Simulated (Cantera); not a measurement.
A Cantera script and what it prints.

```python
import numpy as np
import cantera as ct

gas_names = [...]  # 151 gases of nasa_gas.yaml made of C, H, N, O, Si
cond_names = """
    C(gr) C6H6(L) C7H8(L) C8H18(L),n-octa H2O(s) H2O(L) Si(cr) Si(L) SiC(b) SiO2(Lqz) SiO2(hqz) SiO2(L)
    Si2N2O(s) Si3N4(a)
""".split()


# ... load() reads the species with a 1 bar reference pressure and builds the phases ...
atoms = {
    'HMDSO': {'Si': 2, 'C': 6, 'H': 18, 'O': 1},
    'N2O': {'N': 2, 'O': 1},
}
top_T = {'C(gr)': 4500, 'SiC(b)': 3050, 'Si2N2O(s)': 2100, 'Si3N4(a)': 2400}  # K; cautious upper limits of use, not melting points


# ... equilibrate(T, P, feed) seeds the gas with the atoms and calls Mixture.equilibrate('TP', solver="vcs", rtol=1e-11, max_steps=5000) ...
results = []
feed = {'HMDSO': 1, 'N2O': 2.1}  # mol
T = 848.15  # K
P = 590  # Pa
mix = equilibrate(T, P, feed)
results.append((T, P, feed, dict(zip(mix.species_names, mix.species_moles))))
x = sorted(zip(gas.X, gas.species_names), reverse=True)
print(f"T = {T:g} K  P = {P:g} Pa  gas = {mix.phase_moles(0):.4g} mol")
print("   x: " + "  ".join(f"{s} {v:.3e}" for v, s in x if v > 1e-05))
print("   condensed (mol): " + ("  ".join(f"{mix.phase(i).name} {mix.phase_moles(i):.4g}"
      for i in range(1, mix.n_phases) if mix.phase_moles(i) > 1e-12) or "none"))
```

It prints:

```
T = 848.15 K  P = 590 Pa  gas = 10.77 mol
   x: H2 8.302e-01  N2 1.670e-01  CH4 2.599e-03  CO 1.373e-04
   condensed (mol): C(gr) 5.971  SiO2(hqz) 1.399  Si2N2O(s) 0.3005
```

These are equilibrium values from Cantera (NASA tables, ideal gas, pure condensed phases), not measurements of a reactor. The feed counts by its element totals alone.
